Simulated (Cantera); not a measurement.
Input: 1 mol SiH2Cl2, 0.11 mol C3H8, 37 mol H2, equilibrated at 1273 K and 0.700 bar.

Equilibrium computed with Cantera from the NASA thermochemical tables; the gas is ideal and each condensed phase is pure. Candidate condensed phases: C, C6H6, C7H8, C8H18, Si, SiC; 109 gas species. Mutual solubility and eutectic melting of coexisting phases are not modelled. The tables' values for SiCl3 are old estimates; treat these amounts as uncertain. The numbers say what is thermodynamically allowed, not how fast it happens.

Base state: H2 0.963, HCl 0.0290, SiHCl3 0.00237, SiCl2 0.00225, SiCl4 0.00179, SiCl3 0.000783, SiH2Cl2 0.000437, SiH3Cl 2.24e-5 (mole fractions); condensed: Si(s) + SiC(s).

What changes in the equilibrium state with this change: temperature from 1273 K to 1175 K?


| species | before | after |
|---|---|---|
| H2 | 0.963 | 0.970 |
| HCl | 0.0290 | 0.0199 |
| SiHCl3 | 0.00237 | 0.00408 |
| SiCl4 | 0.00179 | 0.00355 |
| SiCl2 | 0.00225 | 0.000931 |
| SiH2Cl2 | 0.000437 | 0.000601 |
| Si(s), mol | 0.370 | 0.289 |
| SiC(s), mol | 0.329 | 0.329 |

What changes in the equilibrium state with this change: temperature from 1273 K to 1450 K?


```csv
species,before,after
H2,0.963,0.956
HCl,0.0290,0.0376
SiCl2,0.00225,0.00456
H,8.37e-7,1.11e-5
SiCl4,0.00179,0.000208
SiHCl3,0.00237,0.000456
SiH2Cl2,0.000437,0.000155
"Si(s), mol",0.370,0.438
"SiC(s), mol",0.329,0.330
```
